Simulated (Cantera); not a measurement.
An adiabatic, constant-volume homogeneous reactor starts with 20.1 % H2, 15.0 % O2, 56.6 % N2, 8.26 % H2O, at 1525 K and 100000 Pa.

Detailed kinetics in Cantera: GRI-Mech 3.0 (53 species, 325 reactions).

One state of this run: T (K) = 2743; P (bar) = 1.66; x H2 = 0.0173; x O2 = 0.0462; x H2O = 0.273; x HO2 = 1.53e-5; x NO2 = 5.97e-6. x: mole fraction; the columns are a selection and need not sum to one.

Which value of t (s) does it belong to?
A. 0.0389
B. 2.05e-5
C. 8.00e-6
D. 5.28e-5

A, 0.0389
